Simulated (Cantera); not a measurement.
A Cantera script and what it prints.

```python
import numpy as np
import cantera as ct

gas_names = [...]  # 151 gases of nasa_gas.yaml made of C, H, N, O, Si
cond_names = """
    C(gr) C6H6(L) C7H8(L) C8H18(L),n-octa H2O(s) H2O(L) Si(cr) Si(L) SiC(b) SiO2(Lqz) SiO2(hqz) SiO2(L)
    Si2N2O(s) Si3N4(a)
""".split()


# ... load() reads the species with a 1 bar reference pressure and builds the phases ...
atoms = {
    'HMDSO': {'Si': 2, 'C': 6, 'H': 18, 'O': 1},
    'H2O': {'H': 2, 'O': 1},
    'N2': {'N': 2},
}
top_T = {'C(gr)': 4500, 'SiC(b)': 3050, 'Si2N2O(s)': 2100, 'Si3N4(a)': 2400}  # K; cautious upper limits of use, not melting points


# ... equilibrate(T, P, feed) seeds the gas with the atoms and calls Mixture.equilibrate('TP', solver="vcs", rtol=1e-11, max_steps=5000) ...
results = []
T = 1950  # K
P = 1200  # Pa
for m in [0.31, 0.43, 0.59, 0.82, 1.1, 1.6, 2.1, 2.9, 4.1, 5.6, 7.7, 11, 15]:
    feed = {'HMDSO': 1, 'H2O': m, 'N2': 10}  # mol
    mix = equilibrate(T, P, feed)
    results.append((T, P, feed, dict(zip(mix.species_names, mix.species_moles))))

top = {s: max(r[3][s] / sum(r[3][g] for g in gas_names) for r in results) for s in gas_names}
cols = sorted((s for s in top if top[s] > 0.0001), key=lambda s: -top[s])[:8]
seen = [c for c in cond_names if any(r[3].get(c, 0) > 1e-12 for r in results)]
print("log10 of partial pressures in bar; condensed amounts in mol")
print(f"{'n(H2O)':>10s}" + "".join(f"{s[:9]:>10s}" for s in cols + seen))
for T, P, feed, n in results:
    ng = sum(n[g] for g in gas_names)
    print(f"{feed['H2O']:10.4g}" + "".join(f"{np.log10(max(n[s] / ng * P / 1e5, 1e-99)):10.3f}" for s in cols)
          + "".join(f"{n.get(c, 0):10.4g}" for c in seen))
```

Output:

```
log10 of partial pressures in bar; condensed amounts in mol
    n(H2O)        N2        H2        CO       H2O       SiO       CO2         H       HCN     C(gr)    SiC(b)   SiO2(L)
      0.31    -2.239    -2.274    -3.123    -9.239    -5.206   -10.732    -4.078    -4.176     2.582     1.987         0
      0.43    -2.244    -2.274    -3.090    -9.206    -5.173   -10.665    -4.078    -4.178     2.463     1.986         0
      0.59    -2.251    -2.273    -3.050    -9.166    -5.133   -10.587    -4.077    -4.181     2.305     1.985         0
      0.82    -2.260    -2.272    -3.001    -9.115    -5.084   -10.488    -4.077    -4.185     2.077     1.983         0
       1.1    -2.271    -2.271    -2.950    -9.063    -5.033   -10.386    -4.076    -4.190       1.8      1.98         0
       1.6    -2.291    -2.269    -2.876    -8.988    -4.959   -10.239    -4.075    -4.199     1.304     1.976         0
       2.1    -2.309    -2.267    -2.818    -8.928    -4.901   -10.122    -4.074    -4.207     0.809     1.972         0
       2.9    -2.337    -2.265    -2.747    -8.853    -4.829    -9.979    -4.073    -4.220   0.01676     1.965         0
       4.1    -2.374    -2.259    -2.716    -8.229    -3.622    -9.329    -4.070    -4.824         0     1.425         0
       5.6    -2.417    -2.256    -2.693    -8.054    -3.301    -9.134    -4.069    -4.993         0    0.6767         0
       7.7    -2.463    -2.260    -2.689    -3.654    -3.162    -4.725    -4.071    -9.418         0         0         0
        11    -2.487    -2.247    -2.723    -3.090    -3.648    -4.209    -4.064   -10.009         0         0      1.31
        15    -2.528    -2.274    -2.781    -2.757    -4.008    -3.907    -4.078   -10.461         0         0     1.668
```

Method: chemical equilibrium by Gibbs-energy minimisation in Cantera with the NASA 1993 tables (ideal gas, pure condensed phases). The feed counts by its element totals alone. The tables hold silica as quartz up to 1696 K and as liquid above; real silica turns to tridymite and cristobalite and melts near 1996 K.
